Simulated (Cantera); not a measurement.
A jet of 1.44 % H₂, 17.5 % O₂, 81.1 % N₂ at 300 K and 15.8 Torr hits a platinum plate 4.4 cm away at a mass flux of 0.085 kg/m²/s; the plate temperature is set and raised in steps from an oxygen-covered start.

Cantera simulation using Deutschmann's 1995 Pt surface mechanism with GRI-Mech 3.0 gas chemistry; the numbers are that mechanism's predictions, not measurements. Catalytic surfaces can have several steady states; this one follows from the mechanism file's or the stated starting coverage.

One state of this run: wall x H₂ = 0.00312; wall x O₂ = 0.163; wall x H₂O = 0.0215; wall x OH = <1e-8; θ free Pt = 0.134; θ O* = 0.865; θ OH* = 0.000798. x: mole fraction at the wall; θ: surface coverage.

Task: Which value of plate T (K) does it belong to?
A. 600
B. 750
C. 800
D. 650

Result: C, 800
